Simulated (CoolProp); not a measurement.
Dodecamethylcyclohexasiloxane (D6) along the isotherm 346.85 °C: fugacity coefficient from the reference equation and from simpler models built on Tc = 372.6 °C, pc = 0.9614 MPa, ω = 0.736; each cubic takes its own stable root.

Model: reference Helmholtz-energy equation of state, Colonna 2008, in CoolProp. It is a short technical equation, of lower accuracy than the large ones.

| p (MPa) | phase | reference |
|---|---|---|
| 0.0076 | gas | 0.9962 |
| 0.0128 | gas | 0.9936 |
| 0.0216 | gas | 0.9892 |
| 0.0365 | gas | 0.9818 |
| 0.0617 | gas | 0.9694 |
| 0.104 | gas | 0.9487 |
| 0.176 | gas | 0.9142 |
| 0.296 | gas | 0.8581 |
| 0.5 | gas | 0.7662 |
| 0.844 | liquid | 0.5574 |
| 1.42 | liquid | 0.3641 |
| 2.4 | liquid | 0.2506 |

Q: How far does each simpler model (van der Waals, Redlich-Kwong, Soave-Redlich-Kwong, Peng-Robinson) lie from the reference over these 12 states: mean and median of the absolute difference, and the worst?

A: 
- van der Waals: mean 9.8 %, median 2.3 %, worst +40.7 % at 346.85 °C and 2.4 MPa
- Redlich-Kwong: mean 5.6 %, median 1.4 %, worst +20.4 % at 346.85 °C and 2.4 MPa
- Soave-Redlich-Kwong: mean 2.7 %, median 1.1 %, worst +9.0 % at 346.85 °C and 2.4 MPa
- Peng-Robinson: mean 1.1 %, median 0.5 %, worst +3.1 % at 346.85 °C and 0.844 MPa
